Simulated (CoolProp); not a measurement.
Aqueous magnesium chloride as a coolant, 18 % by mass, freezing at -23.4 °C, 1 atm.

Values from CoolProp's Melinder's fits for secondary coolants.

```json
[
 {"T (°C)": "-8.7", "viscosity (mPa s)": "5.61", "conductivity (W/(m K))": "0.505", "cp (kJ/(kg K))": "3.124", "density (kg/m³)": "1165"},
 {"T (°C)": "-4.6", "viscosity (mPa s)": "4.87", "conductivity (W/(m K))": "0.512", "cp (kJ/(kg K))": "3.135", "density (kg/m³)": "(withheld)"},
 {"T (°C)": "-0.5", "viscosity (mPa s)": "(withheld)", "conductivity (W/(m K))": "0.519", "cp (kJ/(kg K))": "3.146", "density (kg/m³)": "1163"},
 {"T (°C)": "3.7", "viscosity (mPa s)": "3.71", "conductivity (W/(m K))": "0.526", "cp (kJ/(kg K))": "3.158", "density (kg/m³)": "1162"},
 {"T (°C)": "7.8", "viscosity (mPa s)": "3.26", "conductivity (W/(m K))": "0.533", "cp (kJ/(kg K))": "3.169", "density (kg/m³)": "1160"},
 {"T (°C)": "11.9", "viscosity (mPa s)": "2.87", "conductivity (W/(m K))": "0.540", "cp (kJ/(kg K))": "3.180", "density (kg/m³)": "1159"},
 {"T (°C)": "16.1", "viscosity (mPa s)": "2.53", "conductivity (W/(m K))": "(withheld)", "cp (kJ/(kg K))": "3.191", "density (kg/m³)": "1157"},
 {"T (°C)": "20.2", "viscosity (mPa s)": "2.24", "conductivity (W/(m K))": "0.554", "cp (kJ/(kg K))": "3.202", "density (kg/m³)": "1156"},
 {"T (°C)": "24.3", "viscosity (mPa s)": "1.98", "conductivity (W/(m K))": "(withheld)", "cp (kJ/(kg K))": "3.213", "density (kg/m³)": "1154"},
 {"T (°C)": "28.5", "viscosity (mPa s)": "1.76", "conductivity (W/(m K))": "0.568", "cp (kJ/(kg K))": "3.224", "density (kg/m³)": "1152"},
 {"T (°C)": "32.6", "viscosity (mPa s)": "1.56", "conductivity (W/(m K))": "0.575", "cp (kJ/(kg K))": "3.235", "density (kg/m³)": "(withheld)"}
]
```

Problem. Complete the blanks.

Solution. 
- -4.6, density (kg/m³): 1164
- -0.5, viscosity (mPa s): 4.25
- 16.1, conductivity (W/(m K)): 0.547
- 24.3, conductivity (W/(m K)): 0.561
- 32.6, density (kg/m³): 1151
